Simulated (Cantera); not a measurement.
A closed system holds: 1 mol MgO, 1.3 mol H2S, 0.062 mol H2O, equilibrated at 1598.15 K and 0.920 bar.

Equilibrium computed with Cantera from the NASA thermochemical tables; the gas is ideal and each condensed phase is pure. Candidate condensed phases: H2O, H2SO4, Mg, MgO, Mg(OH)2, MgS, MgSO4, S; 26 gas species. Mutual solubility and eutectic melting of coexisting phases are not modelled. Equilibrium is a limit: real reactors are often held back by kinetics, nucleation or transport.

Base state: H2 0.377, H2S 0.363, S2 0.187, H2O 0.0672, SH 0.00619, S2O 0.000106, SO 8.18e-5, SO2 6.09e-5 (mole fractions); condensed: MgO(s) + MgS(s).

Problem. What changes in the equilibrium state with this change: temperature from 1598.15 K to 1350 K?

Solution. 
| species | before | after |
|---|---|---|
| H2S | 0.363 | 0.591 |
| H2 | 0.377 | 0.226 |
| S2 | 0.187 | 0.112 |
| H2O | 0.0672 | 0.0699 |
| H | 3.41e-5 | 1.18e-6 |
| S | 5.34e-5 | 2.06e-6 |
| SO | 8.18e-5 | 7.88e-6 |
| SH | 0.00619 | 0.00133 |
| SO2 | 6.09e-5 | 2.09e-5 |
| MgO(s), mol | 0.949 | 0.955 |
| MgS(s), mol | 0.0515 | 0.0455 |

Problem. What changes in the equilibrium state with this change: temperature from 1598.15 K to 1500 K?

Solution. 
| species | before | after |
|---|---|---|
| H2S | 0.363 | 0.446 |
| H2 | 0.377 | 0.321 |
| S2 | 0.187 | 0.159 |
| H2O | 0.0672 | 0.0705 |
| H | 3.41e-5 | 1.04e-5 |
| S | 5.34e-5 | 1.69e-5 |
| MgO(s), mol | 0.949 | 0.947 |
| MgS(s), mol | 0.0515 | 0.0528 |

Problem. What changes in the equilibrium state with this change: temperature from 1598.15 K to 625 K?

Solution. 
| species | before | after |
|---|---|---|
| H2S | 0.363 | 0.953 |
| H2O | 0.0672 | 0.0455 |
| H2 | 0.377 | 0.000719 |
| S2 | 0.187 | 0.000277 |
| SH | 0.00619 | 1.65e-9 |
| SO | 8.18e-5 | <1e-9 |
| MgO(s), mol | 0.949 | 1.00 |
| MgS(s), mol | 0.0515 | 0 |
Gases not in the tables: S3 to S7.
